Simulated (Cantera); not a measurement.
An isothermal plug-flow reactor at 1025 K and 41000 Pa (inlet), inlet velocity 0.16 m/s, active area per volume 490 1/m; feed 0.505 % CH4, 4.57 % O2, 94.9 % N2, equivalence ratio 0.22.

Computed with Cantera and Deutschmann's 1995 Pt surface mechanism with GRI-Mech 3.0 gas chemistry. Catalytic surfaces can have several steady states; this one follows from the mechanism file's or the stated starting coverage. Mass transfer to the wall is taken as infinitely fast.

x: gas mole fraction; θ: surface coverage.

```json
[
 {"z (m)": "0.0001", "x CH4": "0.00472", "x O2": "0.0450", "x H2O": "0.000660", "x CO2": "0.000327", "x CO": "3.49e-6", "θ free Pt": "0.326", "θ O*": "0.674", "θ OH*": "0.000342"},
 {"z (m)": "0.00019", "x CH4": "0.00444", "x O2": "0.0444", "x H2O": "0.00122", "x CO2": "0.000607", "x CO": "3.29e-6", "θ free Pt": "0.326", "θ O*": "0.673", "θ OH*": "0.000450"},
 {"z (m)": "0.00033", "x CH4": "0.00403", "x O2": "0.0436", "x H2O": "0.00203", "x CO2": "0.00101", "x CO": "___", "θ free Pt": "0.327", "θ O*": "0.672", "θ OH*": "0.000571"},
 {"z (m)": "0.00059", "x CH4": "0.00337", "x O2": "0.0423", "x H2O": "0.00335", "x CO2": "0.00167", "x CO": "___", "θ free Pt": "0.329", "θ O*": "0.671", "θ OH*": "0.000727"},
 {"z (m)": "0.001", "x CH4": "0.00253", "x O2": "0.0406", "x H2O": "0.00503", "x CO2": "0.00251", "x CO": "___", "θ free Pt": "0.330", "θ O*": "0.669", "θ OH*": "0.000887"},
 {"z (m)": "0.0019", "x CH4": "0.00133", "x O2": "0.0383", "x H2O": "0.00741", "x CO2": "0.00370", "x CO": "___", "θ free Pt": "0.333", "θ O*": "0.666", "θ OH*": "0.00108"},
 {"z (m)": "0.0033", "x CH4": "0.000484", "x O2": "0.0366", "x H2O": "0.00911", "x CO2": "0.00455", "x CO": "___", "θ free Pt": "0.335", "θ O*": "0.663", "θ OH*": "0.00119"},
 {"z (m)": "0.0059", "x CH4": "7.20e-5", "x O2": "0.0357", "x H2O": "0.00993", "x CO2": "0.00496", "x CO": "___", "θ free Pt": "0.336", "θ O*": "0.662", "θ OH*": "0.00125"},
 {"z (m)": "0.01", "x CH4": "3.55e-6", "x O2": "0.0356", "x H2O": "0.0101", "x CO2": "0.00503", "x CO": "___", "θ free Pt": "0.337", "θ O*": "0.662", "θ OH*": "0.00125"}
]
```

### Question
Some entries are withheld; supply them.

### Answer

- 0.00033, x CO: 2.99e-6
- 0.00059, x CO: 2.51e-6
- 0.001, x CO: 1.90e-6
- 0.0019, x CO: 1.01e-6
- 0.0033, x CO: 3.68e-7
- 0.0059, x CO: 5.61e-8
- 0.01, x CO: 3.78e-9
